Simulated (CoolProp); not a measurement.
Vapour-liquid equilibrium of CHF3 (R23) (1) + R227EA (2) at 0.414 MPa; x and y are mole fractions of (1).

Values from CoolProp's multi-fluid Helmholtz-energy mixture model, Penoncello 2003 and Lemmon 2016; pair parameters Bell 2016.

```tsv
x	bubble temperature (°C)	y at the bubble point	dew temperature at overall composition x (°C)	liquid density (mol/L)
0.05	___	0.295	20.3	___
0.15	-6.6	0.657	16.9	9.579
0.25	-19.9	0.820	13.3	10.44
0.35	-29.1	0.895	9.2	11.30
0.45	-35.6	0.933	4.8	12.18
0.55	-40.4	0.955	___	13.12
0.65	-44.0	0.970	___	14.14
0.75	-47.1	___	-13.4	___
0.85	-49.7	0.989	-23.2	___
0.95	___	0.996	-39.1	18.14
```

Question: Some entries are withheld; supply them.

Answer: 
- 0.05, bubble temperature (°C): 11.5
- 0.05, liquid density (mol/L): 8.687
- 0.55, dew temperature at overall composition x (°C): -0.2
- 0.65, dew temperature at overall composition x (°C): -6.1
- 0.75, y at the bubble point: 0.980
- 0.75, liquid density (mol/L): 15.29
- 0.85, liquid density (mol/L): 16.61
- 0.95, bubble temperature (°C): -52.3

No azeotrope shows between x = 0.05 and 0.95.

The pair parameters rest on a limited set of measurements; away from them the model extrapolates. The gap from Raoult's law changes sign with composition, which may be real or a fault of the pair parameters; it wasn't checked against measurements.
